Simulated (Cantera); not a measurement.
A Cantera script and what it prints.

```python
import numpy as np
import cantera as ct

gas_names = [...]  # 95 gases of nasa_gas.yaml made of C, F, H
cond_names = """
    C(gr) C6H6(L) C7H8(L) C8H18(L),n-octa
""".split()


# ... load() reads the species with a 1 bar reference pressure and builds the phases ...
atoms = {
    'CF4': {'C': 1, 'F': 4},
    'H2': {'H': 2},
    'F2': {'F': 2},
}
top_T = {'C(gr)': 4500}  # K; cautious upper limits of use, not melting points


# ... equilibrate(T, P, feed) seeds the gas with the atoms and calls Mixture.equilibrate('TP', solver="vcs", rtol=1e-11, max_steps=5000) ...
results = []
feed = {'CF4': 1, 'H2': 5.3, 'F2': 0.015}  # mol
T = 2273.15  # K
P = 100000  # Pa
mix = equilibrate(T, P, feed)
results.append((T, P, feed, dict(zip(mix.species_names, mix.species_moles))))
x = sorted(zip(gas.X, gas.species_names), reverse=True)
print(f"T = {T:g} K  P = {P:g} Pa  gas = {mix.phase_moles(0):.4g} mol")
print("   x: " + "  ".join(f"{s} {v:.3e}" for v, s in x if v > 1e-06))
print("   condensed (mol): " + ("  ".join(f"{mix.phase(i).name} {mix.phase_moles(i):.4g}"
      for i in range(1, mix.n_phases) if mix.phase_moles(i) > 1e-12) or "none"))
```

Result:

```
T = 2273.15 K  P = 100000 Pa  gas = 7.335 mol
   x: HF 5.494e-01  H2 4.433e-01  H 5.597e-03  C2H2,acetylene 1.672e-03  CH4 4.436e-05  CH3 1.058e-05  F 7.573e-06  C4H2 2.580e-06  H2F2 2.006e-06  C2H4 1.307e-06
   condensed (mol): C(gr) 0.9749
```

These are equilibrium values from Cantera (NASA tables, ideal gas, pure condensed phases), not measurements of a reactor.
